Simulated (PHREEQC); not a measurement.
# Phosphoric acid bath: speciation

A solution holds 0.0087 mol H3PO4, 0.079 mol H2SO4 and 2.6e-05 mol H3AsO4 per kg of water, at 19 °C. Closed to the air; pH follows from the charge balance.

Equilibrium calculation in PHREEQC: ion-association model, wateq4f.dat.

```yaml
pH: 1.09
ionic_strength: 0.117 mol/kgw
total_alkalinity: -167 meq/kg
```

```
species  molality  activity   log γ
-------  --------  --------  ------
H+         0.0987    0.0809  -0.086
HSO4-      0.0603    0.0462  -0.115
SO4-2      0.0187   0.00668  -0.448
H3PO4     0.00778   0.00799   0.012
H2PO4-   0.000924  0.000721  -0.108
H3AsO4    2.39e-5   2.46e-5   0.012
H2AsO4-   2.08e-6   1.61e-6  -0.111
HPO4-2    1.48e-9  5.35e-10  -0.443
```

Precipitation was switched off in this run. H3PO4, which wateq4f.dat lacks, is added to it with the constant of phreeqc.dat.
